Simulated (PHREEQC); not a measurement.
Consider water at 25 °C with 1.1 mol/kgw CaCl2, 0.0078 mol/kgw Na2B4O7 and 0.21 mol/kgw KBr. Closed to the air; pH follows from the charge balance.

Model: Pitzer model, pitzer.dat, run in PHREEQC.

Task: The ionic strength comes out as 3.50 mol/kgw. What activity coefficients do B(OH)4-, Cl-, K+, Na+, B4O5(OH)4-2 get?

Result: B(OH)4- 0.14, Cl- 0.57, K+ 0.67, Na+ 1.0, B4O5(OH)4-2 0.0033. Single-ion values are on the MacInnes scale.

Precipitation was switched off in this run. In brines, pH and single-ion activities rest on the MacInnes convention.
